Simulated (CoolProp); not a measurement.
Vapour-liquid equilibrium of sulfur hexafluoride (1) + R113 (2) at -8.85 °C; x and y are mole fractions of (1).

The numbers come from the multi-fluid Helmholtz-energy mixture model, Guder 2009 and Marx 1992; pair parameters Bell 2016 in CoolProp.

**Question.** Give the bubble pressure and the first vapour's composition at x = 0.5, 0.8, 0.95. Is there an azeotrope?

**Answer.** x = 0.5: 0.3082 MPa, y = 0.975; x = 0.8: 0.6654 MPa, y = 0.996; x = 0.95: 0.9050 MPa, y = 1.000. No azeotrope shows between x = 0.05 and 0.95.

Pair parameters are fitted to limited data, so mixtures are less certain than the pure fluids. The gap from Raoult's law changes sign with composition, which may be real or a fault of the pair parameters; it wasn't checked against measurements. With so large a gap from Raoult's law the liquid may split in two, which this calculation doesn't test in full.
